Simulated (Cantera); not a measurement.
A closed system holds: 1 mol Al(CH3)3, a varied amount of N2, 450 mol H2, equilibrated at 2.10 Torr.

Equilibrium computed with Cantera from the NASA thermochemical tables; the gas is ideal and each condensed phase is pure. Candidate condensed phases: Al, AlN, C, C6H6, C7H8, C8H18; 97 gas species. The feed counts by its element totals alone. Kinetics and transport are ignored.

Stable condensed phases, one row left out:

```
T in K \ n(N2) in mol
         0.87  1.2  1.8  2.6  3.7  5.2  7.5   11   15   22   31   45   64
   2175     A    A    A    A    B    B    B    B    B    B    B    B    B
   2125     A    A    A    A    A    A    A    B    B    B    B    B    B
   2025     A    A    A    A    A    A    A    A    A    A    A    B    B
   1975     A    A    A    A    A    A    A    A    A    A    A    A    A
   1925     A    A    A    A    A    A    A    A    A    A    A    A    A
   1875     A    A    A    A    A    A    A    A    A    A    A    A    A
   1825     A    A    A    A    A    A    A    A    A    A    A    A    A
   1775     A    A    A    A    A    A    A    A    A    A    A    A    A
   1725     A    A    A    A    A    A    A    A    C    C    C    C    C
   1675     C    C    C    C    C    C    C    C    C    C    C    C    C
```

A: C; B: gas only; C: AlN + C.

Give the row for 2075 K.

0.87: C; 1.2: C; 1.8: C; 2.6: C; 3.7: C; 5.2: C; 7.5: C; 11: C; 15: C; 22: gas only; 31: gas only; 45: gas only; 64: gas only.
